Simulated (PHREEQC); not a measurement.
Solution (40 °C): 0.083 mol KH2PO4 and 0.24 mol H2SO4 per kg of water. Closed to the air; pH follows from the charge balance.

Model: ion-association model, phreeqc.dat, run in PHREEQC.

```csv
quantity,before,after
pH,0.82,0.86
ionic strength (mol/kgw),0.304,0.272
HSO4- (mol/kgw),0.206,0.222
H3PO4 (mol/kgw),0.0786,0.0795
K+ (mol/kgw),0.0783,0.0793
SO4-2 (mol/kgw),0.0296,0.0144
```

Problem. Name the change that produced these shifts.
A. diluted 100-fold with water
B. temperature from 40 to 75 °C
C. KH2PO4 from 0.083 to 0.0747 mol/kgw
D. diluted 10-fold with water
E. temperature from 40 to 10 °C

Solution. B, temperature from 40 to 75 °C

This is a speciation only: nothing precipitates in the calculation. Constants without temperature data keep their 25 °C values here.
